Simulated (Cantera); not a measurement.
Input (Python, Cantera):

```python
import numpy as np
import cantera as ct

gas = ct.Solution("gri30.yaml")
gas.TPX = 1025, 100000, {'H2': 0.83, 'O2': 0.37, 'N2': 3.6}
reactor = ct.IdealGasConstPressureReactor(gas, energy="off", clone=False)
net = ct.ReactorNet([reactor])
net.rtol, net.atol = 1e-08, 1e-18
show = ['H2', 'O2', 'O', 'H2O', 'OH', 'H', 'NO']
times = np.geomspace(5e-06, 4, 13)

steps = ct.SolutionArray(gas, extra=["t"])
rows = []
print(f"{'t/s':>10s}{'T/K':>9s}{'P/Pa':>11s}" + "".join(f"{s:>11s}" for s in show))
for t in times:
    while net.time < t:
        t_next = net.step()
        steps.append(gas.state, t=t_next)
    rows.append([np.interp(t, steps.t, y) for y in (steps.T, steps.P, *steps(*show).X.T)])
    print(f"{t:10.3e}{rows[-1][0]:9.1f}{rows[-1][1]:11.4g}" + "".join(f"{x:11.3e}" for x in rows[-1][2:]))
rate = np.gradient(steps.T, steps.t)
print("integrator steps:", len(steps.t))
if steps.T.max() > steps.T[0] + 200:
    print(f"time of steepest temperature rise: {steps.t[rate.argmax()]:.4e} s")
gas.TPX = 1025, 100000, {'H2': 0.83, 'O2': 0.37, 'N2': 3.6}
gas.equilibrate("TP")
print(f"equilibrium (TP): T = {gas.T:.1f} K  " + "  ".join(f"{s} {gas[s].X[0]:.3e}" for s in show))
```

Output:

```
       t/s      T/K       P/Pa         H2         O2          O        H2O         OH          H         NO
 5.000e-06   1025.0      1e+05  1.729e-01  7.708e-02  6.197e-12  1.543e-11  2.531e-12  9.141e-11  1.501e-24
 1.552e-05   1025.0      1e+05  1.729e-01  7.708e-02  3.158e-11  2.163e-10  1.147e-11  3.458e-10  4.386e-23
 4.817e-05   1025.0      1e+05  1.729e-01  7.708e-02  2.431e-10  3.985e-09  8.577e-11  2.452e-09  3.092e-21
 1.495e-04   1025.0      1e+05  1.729e-01  7.708e-02  2.053e-08  4.829e-07  7.240e-09  2.046e-07  2.378e-17
 4.642e-04   1025.0      1e+05  5.767e-02  2.035e-02  5.419e-04  1.211e-01  4.990e-04  7.355e-03  6.053e-07
 1.441e-03   1025.0      1e+05  2.075e-02  4.703e-04  6.896e-06  1.659e-01  2.711e-05  1.021e-03  8.723e-07
 4.472e-03   1025.0      1e+05  2.022e-02  2.203e-05  1.777e-07  1.670e-01  6.347e-06  2.852e-04  8.712e-07
 1.388e-02   1025.0      1e+05  2.028e-02  1.378e-06  1.070e-08  1.670e-01  1.881e-06  8.551e-05  8.540e-07
 4.309e-02   1025.0      1e+05  2.030e-02  1.009e-07  9.250e-10  1.670e-01  5.794e-07  2.638e-05  8.055e-07
 1.337e-01   1025.0      1e+05  2.031e-02  8.539e-09  8.571e-11  1.670e-01  1.764e-07  8.032e-06  7.172e-07
 4.152e-01   1025.0      1e+05  2.032e-02  8.813e-10  7.578e-12  1.670e-01  5.142e-08  2.342e-06  5.854e-07
 1.289e+00   1025.0      1e+05  2.032e-02  1.123e-10  6.805e-13  1.670e-01  1.522e-08  6.931e-07  4.112e-07
 4.000e+00   1025.0      1e+05  2.032e-02  1.389e-11  8.810e-14  1.670e-01  5.553e-09  2.530e-07  2.332e-07
integrator steps: 2418
equilibrium (TP): T = 1025.0 K  H2 2.031e-02  O2 2.241e-18  O 4.972e-19  H2O 1.670e-01  OH 1.372e-11  H 6.250e-10  NO 1.365e-13
```

Computed with Cantera and GRI-Mech 3.0 (53 species, 325 reactions). The temperature is held fixed by assumption; the heat of reaction is taken as removed at once.
